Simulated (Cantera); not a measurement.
Feed: 1 mol CuO, 7.6 mol H₂, equilibrated at 13.3 mbar.

Cantera equilibrium calculation (NASA polynomials, part measured and part estimated; ideal gas, pure solids and liquids). Candidate condensed phases: Cu, CuO, Cu(OH)₂, Cu₂O, H₂O; 12 gas species. Kinetics and transport are ignored.

**Question.** At 1425 K, list the 4 most abundant gas species with their mole fractions, and the condensed phases.

**Answer.** H₂ 0.868, H₂O 0.132, Cu 0.000163, H 5.50e-5. Condensed: Cu(l).
